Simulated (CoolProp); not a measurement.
Water at 369.01 K and 0.0277 MPa is compressed adiabatically to 0.171 MPa with isentropic efficiency 0.85. Each further row changes one setting.

Values from CoolProp's reference Helmholtz-energy equation of state, Wagner 2002.

```
case             work (kJ/kg)  final temperature (K)  final density (kg/m³)
---------------  ------------  ---------------------  ---------------------
as stated                   …                      …                      …
efficiency 1                …                  568.9                  0.654
efficiency 0.65             …                      …                      …
```

Task: Complete the blanks.

Result: 
- as stated, work (kJ/kg): 455
- as stated, final temperature (K): 602.6
- as stated, final density (kg/m³): 0.617
- efficiency 1, work (kJ/kg): 387
- efficiency 0.65, work (kJ/kg): 595
- efficiency 0.65, final temperature (K): 670.8
- efficiency 0.65, final density (kg/m³): 0.554
